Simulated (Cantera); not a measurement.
A perfectly stirred reactor is fed with CH2O : O2 : N2 = 0.014 : 0.0048 : 0.6 (molar parts), equivalence ratio 2.9, at 82000 Pa; it is held at 1523 K, and followed from long to short residence time.

Computed with Cantera and GRI-Mech 3.0 (53 species, 325 reactions).

One state of this run: x CH2O = 1.03e-5; x O2 = 0.000136; x CH2 = 6.72e-10; x HO2 = 3.58e-8; x C2H2 = 2.19e-11; x CH4 = 3.52e-8; x H2 = 0.0111. x: mole fraction; the columns are a selection and need not sum to one.

Problem. Which value of τ (s) does it belong to?
A) 0.023
B) 0.0067
C) 3.4
D) 0.28

Solution. B, 0.0067
